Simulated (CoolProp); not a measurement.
Saturation properties of tetrahydrofuran (Tc = 540.2 K, pc = 53.04 bar, ω = 0.234).

Computed with CoolProp (reference Helmholtz-energy equation of state, Fiedler 2023).

```json
[
 {"T (K)": "408.1", "p (bar)": "6.196", "liquid density (kg/m³)": "749.6", "vapour Z": "0.8938"},
 {"T (K)": "417.6", "p (bar)": "…", "liquid density (kg/m³)": "736.4", "vapour Z": "0.8774"},
 {"T (K)": "427.2", "p (bar)": "9.125", "liquid density (kg/m³)": "722.7", "vapour Z": "…"},
 {"T (K)": "436.7", "p (bar)": "10.92", "liquid density (kg/m³)": "708.5", "vapour Z": "0.8397"},
 {"T (K)": "446.3", "p (bar)": "12.98", "liquid density (kg/m³)": "693.6", "vapour Z": "0.8179"},
 {"T (K)": "455.8", "p (bar)": "15.29", "liquid density (kg/m³)": "678.1", "vapour Z": "0.7942"},
 {"T (K)": "465.3", "p (bar)": "17.90", "liquid density (kg/m³)": "661.7", "vapour Z": "0.7682"},
 {"T (K)": "474.9", "p (bar)": "20.86", "liquid density (kg/m³)": "643.9", "vapour Z": "0.7392"},
 {"T (K)": "484.4", "p (bar)": "24.14", "liquid density (kg/m³)": "624.9", "vapour Z": "0.7072"},
 {"T (K)": "494", "p (bar)": "27.84", "liquid density (kg/m³)": "…", "vapour Z": "0.6708"},
 {"T (K)": "503.5", "p (bar)": "31.93", "liquid density (kg/m³)": "579.9", "vapour Z": "0.6295"},
 {"T (K)": "513.1", "p (bar)": "36.54", "liquid density (kg/m³)": "551.7", "vapour Z": "0.5803"}
]
```

Question: What belongs in the gaps?

Answer: 
- 417.6, p (bar): 7.547
- 427.2, vapour Z: 0.8593
- 494, liquid density (kg/m³): 603.7

It boils at 339.1 K under 1 atm.
